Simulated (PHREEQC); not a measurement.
PHREEQC input (ion-association model, phreeqc.dat):

```
SOLUTION_SPECIES
  CO3-2 + 10 H+ + 8 e- = CH4 + 3 H2O  # shut off: no methane
    -log_k -100
    -delta_h 0
    -analytic -100
SOLUTION 1
  temp 25
  units mol/kgw
  pH 7 charge
  Cl 0.029
  Na 0.029
  K 0.081
END
SELECTED_OUTPUT 1
  -reset false
  -pH true
  -pe true
  -ionic_strength true
  -water true
  -totals C Cl K Na C(-4) C(4) Mtg Sg
  -molalities H+ Na+ K+ Cl- CO3-2 OH- HCO3- CO2 (CO2)2 NaOH
    NaCO3- NaHCO3
  -saturation_indices Halite Sylvite
USER_PUNCH 1
  -headings p_CO2(g) phi_CO2(g) p_Mtg(g) phi_Mtg(g) p_H2Sg(g) phi_H2Sg(g) p_H2O(g) phi_H2O(g) density
  10 PUNCH PR_P("CO2(g)"), PR_PHI("CO2(g)"), PR_P("Mtg(g)"), PR_PHI("Mtg(g)"), PR_P("H2Sg(g)"), PR_PHI("H2Sg(g)"), PR_P("H2O(g)"), PR_PHI("H2O(g)"), RHO
PRINT
  -reset false
USE solution 1
REACTION_TEMPERATURE 1
  25
GAS_PHASE 1
  -fixed_pressure
  -pressure 1
  -temperature 25
  -volume 20
  CO2(g) 0.28
  Mtg(g) 0.45
  H2Sg(g) 0.27
  H2O(g) 0
END
# ... the last block is repeated for the other 6 points of P (atm)
```

Selected output (columns that matter, 7 of 7 rows; P (atm) added in front):

```
P (atm)	pH	mu	C	Cl	K	Na	Mtg	Sg	si_Halite	si_Sylvite	p_CO2(g)	phi_CO2(g)	p_Mtg(g)	phi_Mtg(g)
1	7.029	0.10956	0.056585	0.028995	0.080987	0.028995	0.00077059	0.052007	-4.8796	-3.7691	0.23584	0.99447	0.50175	0.99806
2	6.6992	0.10954	0.066502	0.028996	0.08099	0.028996	0.0014794	0.072843	-4.8798	-3.7692	0.51579	0.98901	0.96646	0.99608
3	6.5163	0.10953	0.075777	0.028997	0.080991	0.028997	0.0021847	0.093733	-4.8799	-3.7693	0.79551	0.98357	1.4319	0.99411
5	6.2928	0.10952	0.093663	0.028997	0.080993	0.028997	0.0035805	0.1347	-4.8803	-3.7696	1.3548	0.97274	2.3622	0.99022
7.5	6.1204	0.10952	0.11521	0.028998	0.080994	0.028998	0.0052967	0.18409	-4.8807	-3.77	2.0538	0.95929	3.523	0.98544
10	6.0012	0.10952	0.13597	0.028998	0.080996	0.028998	0.0069818	0.23137	-4.8811	-3.7704	2.7526	0.94594	4.6814	0.98075
15	5.8385	0.10952	0.17532	0.029	0.080999	0.029	0.010262	0.31967	-4.8819	-3.7712	4.1502	0.91952	6.9909	0.97168
```
